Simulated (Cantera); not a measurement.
An adiabatic, constant-volume homogeneous reactor starts with H2 : O2 : N2 = 1 : 1.19 : 4.48 (molar parts), at 1025 K and 3750 Torr. Integrator tolerance rtol = 1e-08.

Model: the H2/O2 subset of GRI-Mech 3.0, which has no nitrogen chemistry, integrated in Cantera. The hydrogen kinetics of GRI-Mech 3.0 are dated; newer H2 mechanisms differ, most at raised pressure.

### Question
How do the results move with these cheaper or finer settings: full GRI-Mech 3.0 in place of its H2/O2 subset; rtol 1e-08 to 0.01; rtol 1e-08 to 0.001?

### Answer
```csv
setting,time of steepest temperature rise,temperature at 0.300 s,equilibrium temperature,x(H2) at 0.300 s,integrator steps
as above,7.56 ms,2341 K,2341 K,0.000387,1401
full GRI-Mech 3.0 in place of its H2/O2 subset,7.56 ms,2313 K,2313 K,0.000342,1653
rtol 1e-08 to 0.01,7.53 ms,2341 K,2341 K,0.000386,229
rtol 1e-08 to 0.001,7.56 ms,2341 K,2341 K,0.000387,284
```
